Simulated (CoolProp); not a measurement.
Vapour-liquid equilibrium of diethyl ether (1) + n-hexane (2) at 0.312 bar; x and y are mole fractions of (1).

Values from CoolProp's multi-fluid Helmholtz-energy mixture model, Thol 2014 and Thol 2019; pair parameters Bell 2016.

Q: Give the bubble temperature and the first vapour's composition at x = 0.2, 0.5, 0.8. Is there an azeotrope?

A: x = 0.2: 296.7 K, y = 0.501; x = 0.5: 287.5 K, y = 0.780; x = 0.8: 281.5 K, y = 0.928. No azeotrope shows between x = 0.05 and 0.95.

The pair parameters rest on a limited set of measurements; away from them the model extrapolates.
